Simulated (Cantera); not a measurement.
Input: 1 mol CCl4, 1.3 mol HCl, held at 110 Pa.

Method: chemical equilibrium by Gibbs-energy minimisation in Cantera with the NASA 1993 tables (ideal gas, pure condensed phases). Candidate condensed phases: C, C6H6, C7H8, C8H18; 91 gas species. Kinetics and transport are ignored.

Q: At 1675 K, list the 3 most abundant gas species with their mole fractions, and the condensed phases.

A: Cl 0.729, HCl 0.250, Cl2 0.0207. Condensed: C(graphite).
